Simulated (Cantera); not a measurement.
A perfectly stirred reactor is fed with 4.42 % H2, 9.02 % O2, 86.6 % N2, equivalence ratio 0.24, at 100000 Pa; it is held at 1025 K, and followed from long to short residence time.

Computed with Cantera and GRI-Mech 3.0 (53 species, 325 reactions). The temperature is held fixed by assumption; the heat of reaction is taken as removed at once.

x: mole fraction; the columns are a selection and need not sum to one.

```csv
τ (s),x H2,x O2,x NO2,x H,x O
3.5,0.000484,0.0698,6.49e-9,1.06e-7,9.44e-7
1.4,___,0.0700,___,___,___
0.61,0.00131,0.0702,1.60e-9,5.65e-7,2.77e-6
0.25,0.00198,0.0705,8.72e-10,1.32e-6,4.86e-6
0.11,0.00266,0.0708,6.08e-10,2.88e-6,8.56e-6
0.045,0.00342,0.0712,4.88e-10,6.83e-6,1.65e-5
0.019,0.00434,0.0716,4.24e-10,1.57e-5,3.09e-5
0.0078,___,0.0722,3.64e-10,___,___
0.0033,0.00760,0.0731,3.03e-10,8.26e-5,9.81e-5
0.0014,0.0103,0.0743,2.40e-10,0.000179,0.000161
```

Q: Fill in the missing entries.

A: 
- 1.4, x H2: 0.000834
- 1.4, x NO2: 3.14e-9
- 1.4, x H: 2.56e-7
- 1.4, x O: 1.67e-6
- 0.0078, x H2: 0.00569
- 0.0078, x H: 3.69e-5
- 0.0078, x O: 5.69e-5
